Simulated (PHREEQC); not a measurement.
A column of 0.2 m (30 cells, dispersivity 0.01 m, 720 s a shift, diffusion coefficient 3e-10 m²/s) holds 0.039 eq of the database's cation exchanger X per kg of pore water, first in equilibrium with 17 mmol/kgw LiCl and 0.01 mmol/kgw HCl. It is flushed with 0.0033 mol/kgw BaCl2, 0.069 mol/kgw LiCl and 1e-05 mol/kgw HCl, at 15 °C. Values are for the last cell. CO2 from the air is kept out. No solid was allowed to form.

Base run: PHREEQC, ion-association model, phreeqc.dat. Each further column changes one thing. The table gives BaX2 on the exchanger (mol/kgw).

```
pore volumes      base  exchange capacity from 0.039 to 0.019 eq/kgw  dispersivity from 0.01 to 0.02 m
------------  --------  --------------------------------------------  --------------------------------
0                    0                                             0                                 0
0.6833               0                                             0                                 0
1.35                 0                                             0                                 0
2.017                0                                       2.47e-9                          1.45e-14
2.683         3.29e-14                                      0.000997                          1.77e-10
3.35          1.82e-10                                       0.00652                           1.90e-7
4.017          6.84e-7                                       0.00666                           8.82e-5
```
